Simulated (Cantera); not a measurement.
Input (Python, Cantera):

```python
import numpy as np
import cantera as ct

gas = ct.Solution("gri30.yaml")
gas.TPX = 1200, 2666, {'H2': 2, 'O2': 1}
reactor = ct.IdealGasConstPressureReactor(gas, energy="off", clone=False)
net = ct.ReactorNet([reactor])
net.rtol, net.atol = 1e-08, 1e-18
show = ['H2', 'O2', 'H', 'H2O2', 'O', 'H2O']
times = np.geomspace(3e-06, 7, 15)

steps = ct.SolutionArray(gas, extra=["t"])
rows = []
print(f"{'t/s':>10s}{'T/K':>9s}{'P/Pa':>11s}" + "".join(f"{s:>11s}" for s in show))
for t in times:
    while net.time < t:
        t_next = net.step()
        steps.append(gas.state, t=t_next)
    rows.append([np.interp(t, steps.t, y) for y in (steps.T, steps.P, *steps(*show).X.T)])
    print(f"{t:10.3e}{rows[-1][0]:9.1f}{rows[-1][1]:11.4g}" + "".join(f"{x:11.3e}" for x in rows[-1][2:]))
rate = np.gradient(steps.T, steps.t)
print("integrator steps:", len(steps.t))
if steps.T.max() > steps.T[0] + 200:
    print(f"time of steepest temperature rise: {steps.t[rate.argmax()]:.4e} s")
gas.TPX = 1200, 2666, {'H2': 2, 'O2': 1}
gas.equilibrate("TP")
print(f"equilibrium (TP): T = {gas.T:.1f} K  " + "  ".join(f"{s} {gas[s].X[0]:.3e}" for s in show))
```

Result:

```
       t/s      T/K       P/Pa         H2         O2          H       H2O2          O        H2O
 3.000e-06   1200.0       2666  6.667e-01  3.333e-01  1.208e-09  1.987e-13  2.636e-11  9.721e-12
 8.550e-06   1200.0       2666  6.667e-01  3.333e-01  3.476e-09  1.609e-12  1.799e-10  1.668e-10
 2.437e-05   1200.0       2666  6.667e-01  3.333e-01  1.131e-08  1.306e-11  1.061e-09  2.429e-09
 6.945e-05   1200.0       2666  6.667e-01  3.333e-01  5.910e-08  1.058e-10  7.065e-09  3.790e-08
 1.979e-04   1200.0       2666  6.667e-01  3.333e-01  1.596e-06  8.751e-10  2.007e-07  1.723e-06
 5.642e-04   1200.0       2666  6.486e-01  3.261e-01  1.085e-02  5.290e-08  1.365e-03  1.233e-02
 1.608e-03   1200.0       2666  9.575e-02  9.579e-02  2.738e-01  6.235e-07  3.512e-02  4.876e-01
 4.583e-03   1200.0       2666  8.226e-02  6.296e-02  1.242e-01  9.570e-07  1.393e-02  7.078e-01
 1.306e-02   1200.0       2666  4.861e-02  2.940e-02  3.130e-02  1.060e-06  3.120e-03  8.829e-01
 3.722e-02   1200.0       2666  2.493e-02  1.337e-02  7.196e-03  8.563e-07  6.731e-04  9.516e-01
 1.061e-01   1200.0       2666  1.296e-02  6.578e-03  1.840e-03  5.687e-07  1.662e-04  9.773e-01
 3.024e-01   1200.0       2666  6.988e-03  3.453e-03  5.205e-04  3.196e-07  4.596e-05  9.884e-01
 8.618e-01   1200.0       2666  3.880e-03  1.892e-03  1.580e-04  1.549e-07  1.372e-05  9.937e-01
 2.456e+00   1200.0       2666  2.204e-03  1.066e-03  5.043e-05  6.696e-08  4.322e-06  9.965e-01
 7.000e+00   1200.0       2666  1.273e-03  6.139e-04  1.671e-05  2.680e-08  1.418e-06  9.980e-01
integrator steps: 2028
equilibrium (TP): T = 1200.0 K  H2 2.341e-05  O2 1.120e-05  H 5.886e-09  H2O2 1.309e-11  O 5.171e-10  H2O 1.000e+00
```

Detailed kinetics in Cantera: GRI-Mech 3.0 (53 species, 325 reactions). Radical loss at walls, strong at low pressure, is not modelled. The temperature is held fixed by assumption; the heat of reaction is taken as removed at once.
